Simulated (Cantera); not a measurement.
Cantera run, input and output.

```python
import numpy as np
import cantera as ct

gas = ct.Solution("gri30.yaml")
gas.TPX = 1775, 101325, {'C3H8': 1, 'O2': 2.94, 'N2': 11.1, 'CO2': 1}
reactor = ct.IdealGasReactor(gas, energy="on", clone=False)
net = ct.ReactorNet([reactor])
net.rtol, net.atol = 1e-08, 1e-16
show = ['C3H8', 'O2', 'CO2', 'O', 'C2H4', 'C2H']
times = np.geomspace(4e-06, 5, 16)

steps = ct.SolutionArray(gas, extra=["t"])
rows = []
print(f"{'t/s':>10s}{'T/K':>9s}{'P/Pa':>11s}" + "".join(f"{s:>11s}" for s in show))
for t in times:
    while net.time < t:
        t_next = net.step()
        steps.append(gas.state, t=t_next)
    rows.append([np.interp(t, steps.t, y) for y in (steps.T, steps.P, *steps(*show).X.T)])
    print(f"{t:10.3e}{rows[-1][0]:9.1f}{rows[-1][1]:11.4g}" + "".join(f"{x:11.3e}" for x in rows[-1][2:]))
rate = np.gradient(steps.T, steps.t)
print("integrator steps:", len(steps.t))
if steps.T.max() > steps.T[0] + 200:
    print(f"time of steepest temperature rise: {steps.t[rate.argmax()]:.4e} s")
gas.TPX = 1775, 101325, {'C3H8': 1, 'O2': 2.94, 'N2': 11.1, 'CO2': 1}
gas.equilibrate("UV")
print(f"equilibrium (UV): T = {gas.T:.1f} K  " + "  ".join(f"{s} {gas[s].X[0]:.3e}" for s in show))
```

It prints:

```
       t/s      T/K       P/Pa       C3H8         O2        CO2          O       C2H4        C2H
 4.000e-06   1713.2  1.002e+05  4.244e-02  1.742e-01  6.095e-02  3.293e-05  1.629e-02  2.068e-08
 1.020e-05   1844.4  1.142e+05  8.235e-03  1.371e-01  5.824e-02  1.897e-04  3.886e-02  2.263e-06
 2.600e-05   2976.9  2.079e+05  1.610e-36  3.201e-03  4.575e-02  3.802e-03  2.182e-19  6.229e-16
 6.629e-05   2964.4  2.072e+05  8.082e-37  3.261e-03  4.550e-02  3.902e-03  1.563e-19  4.519e-16
 1.690e-04   2956.7  2.067e+05  7.669e-37  3.171e-03  4.520e-02  3.830e-03  1.533e-19  4.307e-16
 4.309e-04   2950.9  2.063e+05  8.466e-37  2.987e-03  4.483e-02  3.649e-03  1.613e-19  4.302e-16
 1.099e-03   2948.1  2.061e+05  8.883e-37  2.900e-03  4.466e-02  3.564e-03  1.653e-19  4.299e-16
 2.801e-03   2948.0  2.061e+05  8.904e-37  2.896e-03  4.465e-02  3.560e-03  1.655e-19  4.299e-16
 7.141e-03   2948.0  2.061e+05  8.904e-37  2.896e-03  4.465e-02  3.560e-03  1.655e-19  4.299e-16
 1.821e-02   2948.0  2.061e+05  8.904e-37  2.896e-03  4.465e-02  3.560e-03  1.655e-19  4.299e-16
 4.642e-02   2948.0  2.061e+05  8.904e-37  2.896e-03  4.465e-02  3.560e-03  1.655e-19  4.299e-16
 1.183e-01   2948.0  2.061e+05  8.904e-37  2.896e-03  4.465e-02  3.560e-03  1.655e-19  4.299e-16
 3.017e-01   2948.0  2.061e+05  8.904e-37  2.896e-03  4.465e-02  3.560e-03  1.655e-19  4.299e-16
 7.692e-01   2948.0  2.061e+05  8.904e-37  2.896e-03  4.465e-02  3.560e-03  1.655e-19  4.299e-16
 1.961e+00   2948.0  2.061e+05  8.904e-37  2.896e-03  4.465e-02  3.560e-03  1.655e-19  4.299e-16
 5.000e+00   2948.0  2.061e+05  8.904e-37  2.896e-03  4.465e-02  3.560e-03  1.655e-19  4.299e-16
integrator steps: 1500
time of steepest temperature rise: 1.4751e-05 s
equilibrium (UV): T = 2948.0 K  C3H8 1.426e-36  O2 2.896e-03  CO2 4.465e-02  O 3.560e-03  C2H4 1.759e-19  C2H 4.533e-16
```

Computed with Cantera and GRI-Mech 3.0 (53 species, 325 reactions). GRI-Mech 3.0 was tuned for natural gas; its chemistry of propane as a main component is partial and can be far from experiment.
